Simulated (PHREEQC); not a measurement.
Acid rinse or clean (model solution)

Consider water at 5 °C with 31 mmol/kgw H2SO4 and 0.16 mmol/kgw CuSO4. Closed to the air; pH follows from the charge balance.

The numbers come from PHREEQC with the ion-association model, wateq4f.dat.

Precipitation was switched off in this run.

Question: What pH, ionic strength does the model give?

Answer: pH 1.43; ionic strength 0.0576 mol/kgw.

Question: In which forms is S present?

Answer: HSO4- 58 %, SO4-2 42 % of the S.

At this temperature some constants are extrapolated from 25 °C, and those without enthalpy data are left unchanged.
